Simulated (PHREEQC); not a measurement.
1 kg of water holding 0.0091 mol/kgw NaCl, 0.28 mol/kgw KCl and 0.013 mol/kgw NaHCO3 is evaporated at 30 °C; the solids stay in contact with the brine. CO2 is held at log p = -3.4 (atm). The run lets Halite, Kalicinite, Nahcolite, Natron, Sylvite, Trona precipitate or redissolve, and no other solid.

The series has 28 steps of water left (kg), from 1 to 0.005106.

Model: Pitzer model, pitzer.dat, run in PHREEQC.

Task: Which solids form, in which order, and at which step of the series does each first stand?

Result: Sylvite from water left = 0.05285 kg (pH 9.72); Trona from water left = 0.005106 kg (pH 10.10).
